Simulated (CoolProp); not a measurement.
A closed Brayton cycle with dry air: compressor inlet 314.15 K and 7.2 MPa, high pressure 21.3 MPa, turbine inlet 840 K, compressor efficiency 0.89, turbine efficiency 0.93, recuperator effectiveness 0 (on enthalpy, no pinch check). Each further row changes one setting.

Values from CoolProp's reference Helmholtz-energy equation of state, Lemmon 2000. It is a pseudo-pure fit of the blend.

```
case                           thermal efficiency (%)  net work (kJ/kg)  compressor to turbine work  compressor exit (K)  turbine exit (K)
-----------------------------  ----------------------  ----------------  --------------------------  -------------------  ----------------
as stated                                  (withheld)              87.8                        0.60                444.2             644.2
turbine inlet 790 K                              19.4        (withheld)                        0.64                444.2             604.0
compressor inlet 324.15 K                        19.6        (withheld)                  (withheld)           (withheld)             644.2
high pressure 18.1 MPa                     (withheld)              81.4                        0.58                422.1             670.6
recuperator effectiveness 0.5                    26.2              87.8                        0.60                444.2             644.2
```

Question: Fill in the missing entries.

Answer: 
- as stated, thermal efficiency (%): 19.9
- turbine inlet 790 K, net work (kJ/kg): 74.5
- compressor inlet 324.15 K, net work (kJ/kg): 83.2
- compressor inlet 324.15 K, compressor to turbine work: 0.63
- compressor inlet 324.15 K, compressor exit (K): 458.1
- high pressure 18.1 MPa, thermal efficiency (%): 17.6
